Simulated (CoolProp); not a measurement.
Vapour-liquid equilibrium of propane (1) + R152A (2) at 520 kPa; x and y are mole fractions of (1).

The numbers come from the multi-fluid Helmholtz-energy mixture model, Lemmon 2009 and Outcalt 1996; pair parameters Bell 2016 in CoolProp.

Task: Give the bubble temperature and the first vapour's composition at x = 0.45, 0.65, 0.95. Is there an azeotrope?

Result: x = 0.45: 0.6 °C, y = 0.615; x = 0.65: -0.6 °C, y = 0.692; x = 0.95: 1.4 °C, y = 0.913. y crosses x between x = 0.65 and 0.75: the model has an azeotrope there.

The pair parameters rest on a limited set of measurements; away from them the model extrapolates.
